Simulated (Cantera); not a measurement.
# Dilute partial oxidation

An isothermal, constant-pressure homogeneous reactor starts with 0.506 % CH₃OH, 0.248 % O₂, 99.2 % N₂, at 1025 K and 180000 Pa.

Computed with Cantera and GRI-Mech 3.0 (53 species, 325 reactions). GRI-Mech 3.0 was tuned for natural gas; its chemistry of methanol as a main component is partial and can be far from experiment.

| t (s) | x CH₃OH | x O₂ | x HCN | x NO | x C₂H |
|---|---|---|---|---|---|
| 5.00e-6 | 0.00506 | 0.00248 | <1e-12 | <1e-12 | <1e-12 |
| 1.99e-5 | 0.00506 | 0.00248 | <1e-12 | <1e-12 | <1e-12 |
| 7.93e-5 | 0.00506 | 0.00248 | <1e-12 | <1e-12 | <1e-12 |
| 0.000316 | 0.00506 | 0.00248 | <1e-12 | <1e-12 | <1e-12 |
| 0.00126 | 0.00506 | 0.00248 | <1e-12 | <1e-12 | <1e-12 |
| 0.00501 | 0.00506 | 0.00248 | <1e-12 | <1e-12 | <1e-12 |
| 0.0200 | 0.00506 | 0.00248 | <1e-12 | <1e-12 | <1e-12 |
| 0.0795 | 0.00506 | 0.00248 | <1e-12 | <1e-12 | <1e-12 |
| 0.317 | 0.00506 | 0.00248 | <1e-12 | <1e-12 | <1e-12 |
| 1.26 | 1.03e-11 | 2.60e-7 | 1.60e-11 | 1.29e-10 | <1e-12 |
| 5.02 | <1e-12 | 3.26e-8 | 1.61e-11 | 5.66e-11 | <1e-12 |
| 20.0 | <1e-12 | 8.92e-9 | 1.61e-11 | 3.23e-11 | <1e-12 |
x: mole fraction; the columns are a selection and need not sum to one.

Equilibrium at this temperature and pressure: CH₃OH <1e-12, O₂ <1e-12, HCN 3.53e-9, NO <1e-12, C₂H <1e-12 (gas phase only).
